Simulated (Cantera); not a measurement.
A Cantera script and its output.

```python
import numpy as np
import cantera as ct

gas = ct.Solution("h2o2.yaml")
gas.TPX = 1275, 610, {'H2': 0.057, 'O2': 1, 'H2O': 0.1}
inlet = ct.Reservoir(gas, clone=True)

reactor = ct.IdealGasConstPressureReactor(gas, energy="off", clone=False)
exhaust = ct.Reservoir(gas, clone=True)
tau = [0.41, 0.18, 0.08, 0.035, 0.015, 0.0068, 0.003, 0.0013][0]
for a, b in ((inlet, reactor), (reactor, exhaust)):
    ct.MassFlowController(a, b, mdot=lambda t: reactor.mass / tau)
net = ct.ReactorNet([reactor])
show = ['H2', 'O2', 'H', 'O', 'H2O2']

rows = []
print(f"{'tau/s':>10s}{'T/K':>9s}" + "".join(f"{s:>11s}" for s in show))
for tau in [0.41, 0.18, 0.08, 0.035, 0.015, 0.0068, 0.003, 0.0013]:
    net.initial_time = 0.0
    net.advance(30 * tau)
    before = gas.X
    net.advance(40 * tau)
    drift = np.max(np.abs(gas.X - before) / (gas.X + 1e-9))
    rows.append([gas.T, *gas[show].X, drift])
    print(f"{tau:10.3e}{gas.T:9.1f}" + "".join(f"{x:11.3e}" for x in gas[show].X))
```

Result:

```
     tau/s      T/K         H2         O2          H          O       H2O2
 4.100e-01   1275.0  8.196e-04  8.503e-01  1.666e-03  8.786e-03  8.037e-08
 1.800e-01   1275.0  1.245e-03  8.454e-01  3.053e-03  1.311e-02  8.885e-08
 8.000e-02   1275.0  1.778e-03  8.400e-01  4.884e-03  1.783e-02  9.462e-08
 3.500e-02   1275.0  2.454e-03  8.352e-01  6.778e-03  2.187e-02  9.881e-08
 1.500e-02   1275.0  3.465e-03  8.324e-01  8.228e-03  2.415e-02  1.036e-07
 6.800e-03   1275.0  5.157e-03  8.319e-01  8.973e-03  2.423e-02  1.104e-07
 3.000e-03   1275.0  8.585e-03  8.339e-01  9.058e-03  2.215e-02  1.197e-07
 1.300e-03   1275.0  1.554e-02  8.390e-01  8.017e-03  1.758e-02  1.233e-07
```

Model: the H2/O2 subset of GRI-Mech 3.0, which has no nitrogen chemistry, integrated in Cantera. Radical loss at walls, strong at low pressure, is not modelled. The temperature is held fixed by assumption; the heat of reaction is taken as removed at once.
